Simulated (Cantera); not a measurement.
A closed system holds: 1 mol SiH₄, 0.15 mol H₂O, 0.089 mol O₂, held at 1125 °C and 13.0 Pa.

Cantera equilibrium calculation (NASA polynomials, part measured and part estimated; ideal gas, pure solids and liquids). Equilibrium is a limit: real reactors are often held back by kinetics, nucleation or transport.

```tsv
species	before	after
H₂	0.867	0.996
SiO	0.132	0.00389
H	0.000387	1.66e-5
Si(s), mol	0.672	0.832
SiO₂(β-quartz), mol	0	0.160
```
Gas species are given as mole fractions.

Which change was made?
A. H₂O from 0.15 to 5.3 mol
B. pressure from 13.0 Pa to 72.0 Pa
C. temperature from 1125 °C to 650 °C
D. temperature from 1125 °C to 925 °C

D, temperature from 1125 °C to 925 °C. Mutual solubility and eutectic melting of coexisting phases are not modelled. The tables hold silica as quartz up to 1696 K and as liquid above; real silica turns to tridymite and cristobalite and melts near 1996 K
